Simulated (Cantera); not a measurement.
Feed: 1 mol Si₂Cl₆, 15 mol NH₃, held at 0.133 bar.

Equilibrium computed with Cantera from the NASA thermochemical tables; the gas is ideal and each condensed phase is pure. Candidate condensed phases: NH₄Cl, Si, Si₃N₄; 28 gas species. The feed counts by its element totals alone. Rates play no part.

Over these rows the condensed part is Si₃N₄(s). Partial pressures as log10 of bar:

```
T (K)  1000/T (1/K)  log p SiCl₂  log p H₂  log p N₂  log p HCl
-----  ------------  -----------  --------  --------  ---------
1200         0.8333        -5.73     -1.08     -1.58      -1.61
1300         0.7692        -4.84     -1.08     -1.58      -1.60
1400         0.7143        -4.10     -1.08     -1.58      -1.61
1500         0.6667        -3.47     -1.08     -1.58      -1.62
1600         0.6250            ?     -1.08     -1.57      -1.65
1700         0.5882        -2.61     -1.08     -1.56      -1.71
```

Q: Fit log p(SiCl₂) = a + b·(1000/T) to the five rows, give the apparent enthalpy, and predict the row at 1600 K.

A: Means: 1000/T = 0.7143, log p = -4.150. Sxy = -0.452463, Sxx = 0.0353420, so b = -12.80 and a = -4.150 − (-12.80)×0.7143 = 4.99.
Apparent enthalpy: −19.145 × (-12.80) = 245 kJ/mol. With the condensed phases at unit activity, 1/3 Si₃N₄(s) + 2 HCl(g) = SiCl₂(g) + H₂(g) + 2/3 N₂(g) links this pressure to the main gases: over the six rows their terms move log p by -0.21 in all, so the slope isn't that reaction's ΔH° alone. The five rows lie within 0.07 of the line.
Prediction at 1600 K: 4.99 + (-12.80)×0.6250 = -3.01. The computed value is -2.98, 0.03 from the line.
